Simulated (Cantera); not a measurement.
Feed: 1 mol SF6, 0.059 mol O2, 4.9 mol N2, equilibrated at 3075 °C and 1.50 bar.

Method: chemical equilibrium by Gibbs-energy minimisation in Cantera with the NASA 1993 tables (ideal gas, pure condensed phases). Candidate condensed phases: S; 35 gas species. Kinetics and transport are ignored.

Base state: F 0.501, N2 0.420, S 0.0477, SF 0.0119, S2 0.00858, SO 0.00754, O 0.00145, SF2 0.00102 (mole fractions); condensed: gas only.

### Question
What changes in the equilibrium state with this change: pressure from 1.50 bar to 0.0100 bar?

### Answer
```tsv
species	before	after
F	0.501	0.499
N2	0.420	0.408
S	0.0477	0.0822
SF	0.0119	0.000136
SF2	0.00102	7.76e-8
S2O	1.88e-5	1.53e-8
SO2	0.000226	6.63e-7
```
